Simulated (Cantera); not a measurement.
Input: 1 mol C3H6, 0.39 mol CO2, 57 mol H2, held at 1.40 bar.

Method: chemical equilibrium by Gibbs-energy minimisation in Cantera with the NASA 1993 tables (ideal gas, pure condensed phases). Candidate condensed phases: C, C6H6, C7H8, C8H18, H2O; 110 gas species. Kinetics and transport are ignored. All values below are at 523 K.

Base state: H2 0.926, CH4 0.0599, H2O 0.0138 (mole fractions); condensed: gas only.

Problem. What changes in the equilibrium state with this change: CO2 from 0.39 to 0.92 mol?

Solution. 
| species | before | after |
|---|---|---|
| H2 | 0.926 | 0.897 |
| CH4 | 0.0599 | 0.0699 |
| H2O | 0.0138 | 0.0328 |
